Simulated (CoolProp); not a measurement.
Vapour pressure (bar) of acetone: the reference equation beside estimates from Tc = 508.1 K, pc = 46.92 bar, ω = 0.307. Clausius-Clapeyron is anchored at 374.1 K with a constant enthalpy of vaporisation of 25.99 kJ/mol.

Values from CoolProp's reference Helmholtz-energy equation of state, Lemmon 2006. It is a short technical equation, of lower accuracy than the large ones.

```
T (K)  reference  Lee-Kesler  Clausius-Clapeyron  van der Waals  Soave-Redlich-Kwong  Peng-Robinson
-----  ---------  ----------  ------------------  -------------  -------------------  -------------
264.1    0.05646     0.05071              0.1175          1.688                    …        0.05567
291.6     0.2299           …                   …          3.138               0.2187         0.2268
319.1     0.7076      0.6864              0.9037              …               0.6897         0.7000
346.6      1.774       1.761               1.966          8.234                1.761          1.762
374.1      3.815       3.840               3.815          12.11                3.839          3.809
401.5      7.293           …               6.747          16.99                7.409              …
429        12.79       12.95               11.11              …                13.07              …
456.5      20.98       21.16               17.24          30.14                21.45          21.20
484        32.69       32.85               25.43          38.52                33.23          33.00
```

Q: Some entries are withheld; supply them.

A: 
- 264.1, Soave-Redlich-Kwong: 0.05200
- 291.6, Lee-Kesler: 0.2157
- 291.6, Clausius-Clapeyron: 0.3588
- 319.1, van der Waals: 5.279
- 401.5, Lee-Kesler: 7.382
- 401.5, Peng-Robinson: 7.317
- 429, van der Waals: 22.98
- 429, Peng-Robinson: 12.89

Absolute difference from the reference over all 9 rows, mean and median: Lee-Kesler 2.7 and 1.2 %, Clausius-Clapeyron 29.3 and 17.8 %, van der Waals 628.5 and 217.4 %, Soave-Redlich-Kwong 2.7 and 2.2 %, Peng-Robinson 0.9 and 0.9 %.
